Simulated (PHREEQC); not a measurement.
A made-up water analysis in mg/L, 25 °C, pH 6.89, pe 11.8: Na 2.45; K 0.0537; Ca 0.759; Mg 2.17; Cl 2.45; S(6) as SO4 1.81; Alkalinity as HCO3 13.5; Br 0.00777; O(0) (dissolved oxygen) 0.00256; Cu(2) 0.0529.

Valence states are taken as typed.

All values are PHREEQC results (ion-association model, wateq4f.dat), not measurements.

Each row changes one thing in this solution. This is a speciation only: nothing precipitates in the calculation.

| case | HCO3- (mol/kgw) | CO2 (mol/kgw) | Cu(OH)2 (mol/kgw) | MgSO4 (mol/kgw) | Cu+2 (mol/kgw) | MgHCO3+ (mol/kgw) | SI of Tenorite (CuO) | SI of Malachite (Cu2(OH)2CO3) |
|---|---|---|---|---|---|---|---|---|
| as made | 0.000220 | 6.22e-5 | 3.52e-7 | 3.17e-7 | 3.08e-7 | 2.07e-7 | -0.39 | -1.25 |
| K from 0.0537 to 0.107 mg/L | 0.000220 | 6.22e-5 | 3.52e-7 | 3.17e-7 | 3.08e-7 | 2.07e-7 | -0.39 | -1.25 |
| temperature from 25 to 35 °C at the same typed pH | 0.000220 | 5.64e-5 | ? | 4.03e-7 | 3.00e-7 | 2.18e-7 | -0.04 | -0.81 |
| pH from 6.89 to 6.59 at the same alkalinity | 0.000220 | ? | ? | 3.17e-7 | 5.14e-7 | 2.08e-7 | -0.77 | ? |
| all concentrations times 3 at the same typed pH | 0.000658 | 0.000183 | ? | 2.40e-6 | 7.18e-7 | 1.73e-6 | -0.05 | -0.11 |

Fill in the missing entries.


- temperature from 25 to 35 °C at the same typed pH, Cu(OH)2 (mol/kgw): 3.43e-7
- pH from 6.89 to 6.59 at the same alkalinity, CO2 (mol/kgw): 0.000124
- pH from 6.89 to 6.59 at the same alkalinity, Cu(OH)2 (mol/kgw): 1.48e-7
- pH from 6.89 to 6.59 at the same alkalinity, SI of Malachite (Cu2(OH)2CO3): -1.71
- all concentrations times 3 at the same typed pH, Cu(OH)2 (mol/kgw): 7.70e-7

The database's constant for dissolved Cu(OH)2 is higher than later reviews accept.
